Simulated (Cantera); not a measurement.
A perfectly stirred reactor is fed with CH₄ : N₂ = 1 : 4 (molar parts), at 5.33 Torr; it is held at 1900 K, and followed from long to short residence time.

Cantera simulation using GRI-Mech 3.0 (53 species, 325 reactions); the numbers are that mechanism's predictions, not measurements. GRI-Mech 3.0 stops at C3 and has no aromatics, soot or wall deposition, so with more carbon than oxygen in the feed, carbon stays in small species such as C2H2 where larger ones or solid carbon would form. Radical loss at walls, strong at low pressure, is not modelled.

**Question.** Predict: x(CH₄) at τ = 15.0 s; x(H₂) at τ = 15.0 s; x(C₂H₆) at τ = 15.0 s; x(C₂H) at τ = 15.0 s; x(C₂H₄) at τ = 15.0 s; x(CH₄) at τ = 98.0 ms; x(H₂) at τ = 98.0 ms; x(C₂H₆) at τ = 98.0 ms; x(C₂H) at τ = 98.0 ms; x(C₂H₄) at τ = 98.0 ms.

**Answer.** 
```json
{
 "x(CH₄) at τ = 15.0 s": "0.00211",
 "x(H₂) at τ = 15.0 s": "0.246",
 "x(C₂H₆) at τ = 15.0 s": "6.19e-8",
 "x(C₂H) at τ = 15.0 s": "8.86e-6",
 "x(C₂H₄) at τ = 15.0 s": "1.02e-5",
 "x(CH₄) at τ = 98.0 ms": "0.0667",
 "x(H₂) at τ = 98.0 ms": "0.161",
 "x(C₂H₆) at τ = 98.0 ms": "1.14e-5",
 "x(C₂H) at τ = 98.0 ms": "2.16e-6",
 "x(C₂H₄) at τ = 98.0 ms": "0.00217"
}
```
